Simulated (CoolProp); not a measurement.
Vapour-liquid equilibrium of R125 (1) + cyclopropane (2) at 1420 kPa; x and y are mole fractions of (1).

Computed with CoolProp (multi-fluid Helmholtz-energy mixture model, Lemmon 2005 and Polt 1992; pair parameters Bell 2016). This equation is an older, rougher fit; its heat capacities, sound speeds and derivatives of the liquid may be far off and weren't checked against measurements.

| x | bubble temperature, mixture model (K) | bubble temperature, Raoult's law (K) | y, mixture model | y, Raoult's law |
|---|---|---|---|---|
| 0.05 | 318.8 | 323.6 | 0.154 | 0.090 |
| 0.15 | 310.2 | 320.0 | 0.346 | 0.249 |
| 0.25 | 305.3 | 316.8 | 0.454 | 0.386 |
| 0.35 | 302.4 | 313.9 | 0.526 | 0.504 |
| 0.45 | 300.6 | 311.2 | 0.583 | 0.607 |
| 0.55 | 299.2 | 308.7 | 0.637 | 0.698 |
| 0.65 | 298.4 | 306.4 | 0.694 | 0.779 |
| 0.75 | 297.9 | 304.2 | 0.760 | 0.850 |
| 0.85 | 298.0 | 302.1 | 0.840 | 0.915 |
| 0.95 | 298.7 | 300.2 | 0.941 | 0.973 |

The largest gap from Raoult's law is -11.5 K in bubble temperature, at x = 0.35. y crosses x between x = 0.75 and 0.85: the model has an azeotrope there.

Pair parameters are fitted to limited data, so mixtures are less certain than the pure fluids.
